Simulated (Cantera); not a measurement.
An isothermal, constant-pressure homogeneous reactor starts with NH3 : H2 : N2 = 1 : 0.72 : 0.031 (molar parts), at 1650 K and 0.0267 bar.

Computed with Cantera and the gas-phase N/H chemistry of the illustrative SiF4/NH3 mechanism in the Surface Chemkin manual (1991). Walls and surfaces, which speed up NH3 decomposition in real reactors, are not modelled.

Problem. Predict: x(NH3) at 200 s; x(H2) at 200 s; x(N) at 200 s; x(NH) at 200 s; x(H) at 200 s.

Solution. 
| Item | Value |
|---|---|
| x(NH3) at 200 s | 0.0368 (gas-phase equilibrium 3.44e-7) |
| x(H2) at 200 s | 0.781 (gas-phase equilibrium 0.807) |
| x(N) at 200 s | 4.07e-8 (gas-phase equilibrium 5.34e-12) |
| x(NH) at 200 s | 4.01e-7 (gas-phase equilibrium 2.17e-11) |
| x(H) at 200 s | 0.000203 (gas-phase equilibrium 0.000503) |
